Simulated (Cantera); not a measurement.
An adiabatic, constant-pressure homogeneous reactor starts with CH3OH : O2 : N2 : H2O = 1 : 0.75 : 2.82 : 0.52 (molar parts), equivalence ratio 2.0, at 1375 K and 9750 Torr.

Cantera simulation using GRI-Mech 3.0 (53 species, 325 reactions); the numbers are that mechanism's predictions, not measurements. GRI-Mech 3.0 was tuned for natural gas; its chemistry of methanol as a main component is partial and can be far from experiment. The pressure lies above the range GRI-Mech 3.0 was tuned for (to about 10 atm).

x: mole fraction; the columns are a selection and need not sum to one.

| t (s) | T (K) | x CH3OH | x O2 | x H2O | x C2H4 | x C2H2 | x O | x NO2 |
|---|---|---|---|---|---|---|---|---|
| 7.00e-6 | 1375 | 0.196 | 0.147 | 0.102 | 7.07e-10 | <1e-12 | ? | <1e-12 |
| 2.06e-5 | 1375 | 0.196 | 0.147 | 0.102 | 1.97e-9 | 2.04e-12 | ? | <1e-12 |
| 6.08e-5 | 1410 | 0.171 | 0.135 | 0.115 | 8.10e-9 | 1.63e-11 | ? | 1.07e-12 |
| 0.000179 | 2437 | 5.11e-12 | 7.57e-6 | 0.274 | <1e-12 | <1e-12 | 8.10e-6 | 2.16e-10 |
| 0.000528 | 2437 | 5.11e-12 | 7.56e-6 | 0.274 | <1e-12 | <1e-12 | 8.10e-6 | 3.49e-10 |
| 0.00156 | 2437 | 5.11e-12 | 7.55e-6 | 0.274 | <1e-12 | <1e-12 | 8.09e-6 | 7.16e-10 |
| 0.00458 | 2437 | 5.12e-12 | 7.52e-6 | 0.274 | <1e-12 | <1e-12 | 8.06e-6 | 1.45e-9 |
| 0.0135 | 2437 | 5.12e-12 | 7.51e-6 | 0.274 | <1e-12 | <1e-12 | 8.05e-6 | 1.88e-9 |
| 0.0398 | 2437 | 5.12e-12 | 7.51e-6 | 0.274 | <1e-12 | <1e-12 | 8.05e-6 | 1.89e-9 |
| 0.117 | 2437 | 5.12e-12 | 7.51e-6 | 0.274 | <1e-12 | <1e-12 | 8.05e-6 | 1.89e-9 |
| 0.346 | 2437 | 5.12e-12 | 7.51e-6 | 0.274 | <1e-12 | <1e-12 | 8.05e-6 | 1.89e-9 |
| 1.02 | 2437 | 5.12e-12 | 7.51e-6 | 0.274 | <1e-12 | <1e-12 | 8.05e-6 | 1.89e-9 |
| 3.00 | 2437 | 5.12e-12 | 7.51e-6 | 0.274 | <1e-12 | <1e-12 | 8.05e-6 | 1.89e-9 |

### Question
Complete the blanks.

### Answer

- 7.00e-6, x O: 1.27e-9
- 2.06e-5, x O: 2.55e-9
- 6.08e-5, x O: 1.35e-7
